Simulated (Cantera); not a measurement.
Input (Python, Cantera) and output of one run.

```python
import numpy as np
import cantera as ct

gas_names = [...]  # 123 gases of nasa_gas.yaml made of C, H, O, Si
cond_names = """
    C(gr) C6H6(L) C7H8(L) C8H18(L),n-octa H2O(s) H2O(L) Si(cr) Si(L) SiC(b) SiO2(Lqz) SiO2(hqz) SiO2(L)
""".split()


# ... load() reads the species with a 1 bar reference pressure and builds the phases ...
atoms = {
    'SiC': {'Si': 1, 'C': 1},
    'O2': {'O': 2},
    'H2': {'H': 2},
}
top_T = {'C(gr)': 4500, 'SiC(b)': 3050}  # K; cautious upper limits of use, not melting points


# ... equilibrate(T, P, feed) seeds the gas with the atoms and calls Mixture.equilibrate('TP', solver="vcs", rtol=1e-11, max_steps=5000) ...
results = []
T = 1498  # K
P = 10000  # Pa
for m in [0.0069, 0.035, 0.062, 0.09, 0.12, 0.15, 0.17, 0.2]:
    feed = {'SiC': 1, 'O2': m, 'H2': 13}  # mol
    mix = equilibrate(T, P, feed)
    results.append((T, P, feed, dict(zip(mix.species_names, mix.species_moles))))

top = {s: max(r[3][s] / sum(r[3][g] for g in gas_names) for r in results) for s in gas_names}
cols = sorted((s for s in top if top[s] > 1e-05), key=lambda s: -top[s])[:6]
seen = [c for c in cond_names if any(r[3].get(c, 0) > 1e-12 for r in results)]
print("log10 of partial pressures in bar; condensed amounts in mol")
print(f"{'n(O2)':>10s}" + "".join(f"{s[:9]:>10s}" for s in cols + seen))
for T, P, feed, n in results:
    ng = sum(n[g] for g in gas_names)
    print(f"{feed['O2']:10.4g}" + "".join(f"{np.log10(max(n[s] / ng * P / 1e5, 1e-99)):10.3f}" for s in cols)
          + "".join(f"{n.get(c, 0):10.4g}" for c in seen))
```

Result:

```
log10 of partial pressures in bar; condensed amounts in mol
     n(O2)        H2        CO       SiO         H       CH4       H2O    SiC(b) SiO2(hqz)
    0.0069    -1.000    -4.281    -4.272    -5.265    -5.947    -6.680     0.993         0
     0.035    -1.002    -3.618    -3.719    -5.266    -5.895    -6.074    0.9683  0.006743
     0.062    -1.002    -3.432    -3.781    -5.266    -5.772    -6.012    0.9514   0.02695
      0.09    -1.003    -3.295    -3.827    -5.266    -5.682    -5.967    0.9335   0.04704
      0.12    -1.003    -3.184    -3.864    -5.267    -5.609    -5.931     0.914    0.0681
      0.15    -1.004    -3.096    -3.893    -5.267    -5.551    -5.902    0.8943   0.08889
      0.17    -1.005    -3.045    -3.910    -5.267    -5.518    -5.885    0.8812    0.1026
       0.2    -1.005    -2.979    -3.932    -5.267    -5.475    -5.864    0.8615    0.1232
```

Cantera equilibrium calculation (NASA polynomials, part measured and part estimated; ideal gas, pure solids and liquids). Mutual solubility and eutectic melting of coexisting phases are not modelled. The tables hold silica as quartz up to 1696 K and as liquid above; real silica turns to tridymite and cristobalite and melts near 1996 K.
